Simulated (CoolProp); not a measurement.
Vapour-liquid equilibrium of R113 (1) + n-hexane (2) at 48.35 °C; x and y are mole fractions of (1).

Computed with CoolProp (multi-fluid Helmholtz-energy mixture model, Marx 1992 and Thol 2019; pair parameters Bell 2016).

```csv
x,bubble pressure (MPa),y at the bubble point,dew pressure at overall composition x (MPa),liquid density (mol/L)
0.05,0.05533,0.122,0.05266,7.374
0.2,0.06670,0.375,0.05847,7.460
0.35,___,0.540,___,7.552
0.5,0.08384,___,0.07359,___
0.65,0.09066,0.770,0.08289,___
0.8,0.09674,0.868,___,7.872
0.95,___,___,0.1014,7.995
```

Question: Complete the blanks.

Answer: 
- 0.35, bubble pressure (MPa): 0.07600
- 0.35, dew pressure at overall composition x (MPa): 0.06541
- 0.5, y at the bubble point: 0.665
- 0.5, liquid density (mol/L): 7.651
- 0.65, liquid density (mol/L): 7.757
- 0.8, dew pressure at overall composition x (MPa): 0.09258
- 0.95, bubble pressure (MPa): 0.1022
- 0.95, y at the bubble point: 0.966

No azeotrope shows between x = 0.05 and 0.95.

The pair parameters rest on a limited set of measurements; away from them the model extrapolates.
